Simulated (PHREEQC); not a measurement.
Consider water at 90 °C with 0.0069 mol/kgw NH4HS and 0.19 mol/kgw NaOH. Closed to the air; pH follows from the charge balance.

Model: ion-association model, wateq4f.dat, run in PHREEQC.

```json
{
  "pH": "11.51",
  "ionic_strength": "0.196 mol/kgw",
  "activity_of_water": "0.994",
  "total_alkalinity": "197 meq/kg"
}
```

| species | molality | activity | log γ |
|---|---|---|---|
| Na+ | 0.190 | 0.136 | -0.147 |
| OH- | 0.178 | 0.120 | -0.170 |
| NH3 | 0.00690 | 0.00690 | 0.000 |
| S-2 | 0.00552 | 0.00142 | -0.591 |
| HS- | 0.00138 | 0.000931 | -0.170 |
| NH4+ | 1.24e-6 | 8.85e-7 | -0.145 |
| O2 | 4.28e-7 | 4.47e-7 | 0.020 |
| H2S | 9.13e-9 | 9.55e-9 | 0.020 |

Precipitation was switched off in this run. Species that the database lacks are ignored. At this temperature some constants are extrapolated from 25 °C, and those without enthalpy data are left unchanged. The database's pK near 12.9 for HS-/S-2 is now thought far too low, so its S-2 is overstated. The polysulfide entries of wateq4f.dat were taken out for this run.
